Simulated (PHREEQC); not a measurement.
Solution (24 °C): 87 mmol/kgw CuCl2, 0.13 mmol/kgw H2SO4 and 40 mmol/kgw H3BO3. Closed to the air; pH follows from the charge balance.

The numbers come from PHREEQC with the ion-association model, phreeqc.dat.

Each row changes one thing in this solution. No solid was allowed to form.

```csv
case,pH,ionic strength (mol/kgw),Cl- (mol/kgw),Cu+2 (mol/kgw),CuCl+ (mol/kgw),CuCl2 (mol/kgw)
as made,3.68,0.240,0.163,0.0766,0.00992,0.000403
H2SO4 from 0.00013 to 0.0013 mol/kgw,[?],0.241,0.163,[?],[?],[?]
diluted 100-fold with water,5.23,0.00261,0.00174,0.000864,3.09e-6,[?]
H3BO3 from 0.04 to 0.06 mol/kgw,3.68,0.240,0.163,0.0766,0.00992,0.000403
H3BO3 left out,3.68,0.240,0.163,0.0766,0.00992,0.000403
H3BO3 from 0.04 to 0.036 mol/kgw,3.68,0.240,0.163,0.0766,0.00992,0.000403
```

What belongs in the gaps?


- H2SO4 from 0.00013 to 0.0013 mol/kgw, pH: 2.69
- H2SO4 from 0.00013 to 0.0013 mol/kgw, Cu+2 (mol/kgw): 0.0761
- H2SO4 from 0.00013 to 0.0013 mol/kgw, CuCl+ (mol/kgw): 0.00984
- H2SO4 from 0.00013 to 0.0013 mol/kgw, CuCl2 (mol/kgw): 0.000400
- diluted 100-fold with water, CuCl2 (mol/kgw): 2.55e-9

Complexes and solids missing from the database can't appear.
